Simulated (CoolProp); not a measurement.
Vapour-liquid equilibrium of CHF3 (R23) (1) + sulfur hexafluoride (2) at 1.87 MPa; x and y are mole fractions of (1).

Model: multi-fluid Helmholtz-energy mixture model, Penoncello 2003 and Guder 2009; pair parameters Bell 2016, in CoolProp.

```tsv
x	bubble temperature (K)	y at the bubble point	dew temperature at overall composition x (K)	liquid density (mol/L)
0.05	283.2	0.125	286.4	10.16
0.15	275.6	0.306	282.2	10.70
0.25	270.9	___	___	11.14
0.35	267.7	___	273.8	___
0.45	265.5	___	269.8	___
0.55	264.0	0.640	266.3	___
0.65	262.9	0.703	263.8	13.11
0.75	262.2	0.770	262.4	___
0.85	262.0	0.848	262.0	14.53
0.95	262.4	0.943	262.5	15.37
```

**Question.** What belongs in the gaps?

**Answer.** 
- 0.25, y at the bubble point: 0.424
- 0.25, dew temperature at overall composition x (K): 278.0
- 0.35, y at the bubble point: 0.509
- 0.35, liquid density (mol/L): 11.57
- 0.45, y at the bubble point: 0.578
- 0.45, liquid density (mol/L): 12.02
- 0.55, liquid density (mol/L): 12.52
- 0.75, liquid density (mol/L): 13.77

y crosses x between x = 0.75 and 0.85: the model has an azeotrope there.

Pair parameters are fitted to limited data, so mixtures are less certain than the pure fluids.
